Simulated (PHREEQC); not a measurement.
Make-up at 33 °C: 0.0033 mol CuSO4, 0.0012 mol MgSO4, 0.0028 mol HCl and 0.091 mol NaCl per kg of water. Closed to the air; pH follows from the charge balance.

The numbers come from PHREEQC with the ion-association model, phreeqc.dat.

Each row changes one thing in this solution. Precipitation was switched off in this run.

```json
[
 {"case": "as made", "pH": "2.70", "SO4-2 (mol/kgw)": "0.00322", "Cu+2 (mol/kgw)": "0.00266", "NaSO4- (mol/kgw)": "0.000548", "CuCl+ (mol/kgw)": "0.000378", "HSO4- (mol/kgw)": "0.000349", "SI of Halite (NaCl)": "-3.88"},
 {"case": "MgSO4 left out", "pH": "2.68", "SO4-2 (mol/kgw)": "0.00242", "Cu+2 (mol/kgw)": "0.00270", "NaSO4- (mol/kgw)": "0.000417", "CuCl+ (mol/kgw)": "0.000388", "HSO4- (mol/kgw)": "0.000273", "SI of Halite (NaCl)": "-3.88"},
 {"case": "NaCl from 0.091 to 0.91 mol/kgw", "pH": "2.70", "SO4-2 (mol/kgw)": "0.00238", "Cu+2 (mol/kgw)": "0.00176", "NaSO4- (mol/kgw)": "0.00196", "CuCl+ (mol/kgw)": "0.00131", "HSO4- (mol/kgw)": "0.000111", "SI of Halite (NaCl)": "-2.02"},
 {"case": "temperature from 33 to 55 °C", "pH": "2.73", "SO4-2 (mol/kgw)": "0.00303", "Cu+2 (mol/kgw)": "0.00226", "NaSO4- (mol/kgw)": "0.000562", "CuCl+ (mol/kgw)": "0.000800", "HSO4- (mol/kgw)": "0.000512", "SI of Halite (NaCl)": "-3.91"},
 {"case": "diluted 10-fold with water", "pH": "3.61", "SO4-2 (mol/kgw)": "0.000411", "Cu+2 (mol/kgw)": "0.000311", "NaSO4- (mol/kgw)": "1.28e-5", "CuCl+ (mol/kgw)": "7.57e-6", "HSO4- (mol/kgw)": "8.58e-6", "SI of Halite (NaCl)": "-5.74"},
 {"case": "HCl from 0.0028 to 0.0042 mol/kgw", "pH": "2.52", "SO4-2 (mol/kgw)": "0.00310", "Cu+2 (mol/kgw)": "0.00266", "NaSO4- (mol/kgw)": "0.000526", "CuCl+ (mol/kgw)": "0.000383", "HSO4- (mol/kgw)": "0.000505", "SI of Halite (NaCl)": "-3.87"},
 {"case": "diluted 5-fold with water", "pH": "3.33", "SO4-2 (mol/kgw)": "0.000781", "Cu+2 (mol/kgw)": "0.000601", "NaSO4- (mol/kgw)": "4.21e-5", "CuCl+ (mol/kgw)": "2.57e-5", "HSO4- (mol/kgw)": "2.80e-5", "SI of Halite (NaCl)": "-5.17"},
 {"case": "MgSO4 from 0.0012 to 0.00024 mol/kgw", "pH": "2.69", "SO4-2 (mol/kgw)": "___", "Cu+2 (mol/kgw)": "0.00269", "NaSO4- (mol/kgw)": "0.000443", "CuCl+ (mol/kgw)": "0.000386", "HSO4- (mol/kgw)": "0.000289", "SI of Halite (NaCl)": "-3.88"},
 {"case": "diluted 2-fold with water", "pH": "___", "SO4-2 (mol/kgw)": "0.00177", "Cu+2 (mol/kgw)": "___", "NaSO4- (mol/kgw)": "0.000188", "CuCl+ (mol/kgw)": "0.000122", "HSO4- (mol/kgw)": "0.000122", "SI of Halite (NaCl)": "-4.43"}
]
```

Task: Complete the blanks.

Result: 
- MgSO4 from 0.0012 to 0.00024 mol/kgw, SO4-2 (mol/kgw): 0.00258
- diluted 2-fold with water, pH: 2.96
- diluted 2-fold with water, Cu+2 (mol/kgw): 0.00142

The ionic strength passes 0.7 mol/kgw, the rough limit of the ion-association models, in NaCl from 0.091 to 0.91 mol/kgw. At this temperature some constants are extrapolated from 25 °C, and those without enthalpy data are left unchanged.
